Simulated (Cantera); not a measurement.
## Thermodynamics of aluminium and copper etching, feed Cu + F2 + N2

Charge: 1 mol Cu, 1.1 mol F2, 7.4 mol N2.

Method: chemical equilibrium by Gibbs-energy minimisation in Cantera with the NASA 1993 tables (ideal gas, pure condensed phases). Candidate condensed phases: Cu, CuF2; 11 gas species. Equilibrium is a limit: real reactors are often held back by kinetics, nucleation or transport.

Stable condensed phases:

```
T in K \ P in Pa
              1    3.6     13     46    170    600   2200   7700  28000 100000
   1448       A      A      A      A      A      A      A      A      B      B
   1373       A      A      A      A      A      A      A      A      B      B
   1298       A      A      A      A      A      A      A      B      B      B
   1223       A      A      A      A      A      A      B      B      B      B
   1148       A      A      A      A      A      B      B      B      B      B
   1073       A      A      A      A      B      B      B      B      B      B
    998       A      A      B      B      B      B      B      B      B      B
    923       B      B      B      B      B      B      B      B      B      B
    848       B      B      B      B      B      B      B      B      B      B
    773       B      B      B      B      B      B      B      B      B      B
    698       B      B      B      B      B      B      B      B      B      B
    623       B      B      B      B      B      B      B      B      B      B
    548       B      B      B      B      B      B      B      B      B      B
    473       B      B      B      B      B      B      B      B      B      B
```

A: gas only; B: CuF2.
